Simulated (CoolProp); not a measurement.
Saturation properties of acetone.

Model: reference Helmholtz-energy equation of state, Lemmon 2006, in CoolProp. It is a short technical equation, of lower accuracy than the large ones.

```csv
T (°C),p (MPa),vapour density (kg/m³),enthalpy of vaporisation (kJ/kg),surface tension (mN/m)
-3.75,0.007598,0.1992,562.5,26.4
21.45,0.02631,0.6386,537.8,23.2
46.65,0.07260,1.656,511.7,20.0
71.85,0.1689,3.680,483.5,16.9
96.95,0.3440,7.284,452.7,14.0
122.15,0.6352,13.34,417.8,11.0
147.35,1.084,23.14,377.3,8.24
172.55,1.739,39.05,328.2,5.56
197.75,2.660,66.40,264.6,3.05
```

It boils at 56.1 °C under 1 atm.

Surface tension comes from a separate correlation (Mulero 2012).
